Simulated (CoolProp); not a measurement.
Saturation properties of n-perfluorobutane.

The numbers come from the reference Helmholtz-energy equation of state, Gao 2022 in CoolProp.

```csv
T (K),p (kPa),liquid density (kg/m³),vapour density (kg/m³),enthalpy of vaporisation (kJ/kg),liquid cp (kJ/(kg K))
193.6,0.8638,1863,0.1279,121.9,1.019
200.6,1.612,1839,0.2305,119.6,1.025
207.6,2.856,1815,0.3950,117.4,1.032
214.6,4.828,1791,0.6471,115.2,1.039
221.6,7.833,1767,1.019,113.0,1.046
228.6,12.25,1743,1.548,110.9,1.054
235.6,18.52,1719,2.281,108.8,1.061
242.6,27.20,1695,3.267,106.6,1.069
```

It boils at 271.1 K under 1 atm.
